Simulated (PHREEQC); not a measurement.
Consider water at 20 °C with 10 mmol/kgw HF, 24 mmol/kgw NH4HF2, 0.044 mmol/kgw H4SiO4, 21 mmol/kgw HCl and 22 mmol/kgw NH3. It is in equilibrium with CO2 at log p = -1 (atm). Otherwise closed; pH follows from the charge balance.

Model: ion-association model, phreeqc.dat, run in PHREEQC.

Precipitation was switched off in this run.

What pH, ionic strength does the model give?

pH 2.96; ionic strength 0.0473 mol/kgw.

In which forms is F present?

HF 50 %, F- 41 %, HF2- 8.7 % of the F.

SiF6-2 is the database's only silicon fluoride.
